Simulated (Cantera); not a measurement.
A freely propagating, adiabatic, planar premixed flame of CH3OH : O2 : N2 : H2O = 1 : 1.36 : 5.13 : 1.2 (molar parts), unburnt at 475 K and 10.0 bar; mixture-averaged transport, grid criteria slope 0.08 and curve 0.16, no radiation.

Computed with Cantera and GRI-Mech 3.0 (53 species, 325 reactions). GRI-Mech 3.0 was tuned for natural gas; its chemistry of methanol as a main component is partial and can be far from experiment. Burning velocities carry a grid error of a few per cent, more on coarse grids.

### Question
Predict: laminar burning velocity; thermal thickness; peak x(HCN); peak x(OH); peak x(O).

### Answer
- laminar burning velocity: 33.0 cm/s
- thermal thickness: 0.0693 mm
- peak x(HCN): 5.31e-8
- peak x(OH): 0.00363
- peak x(O): 0.000446
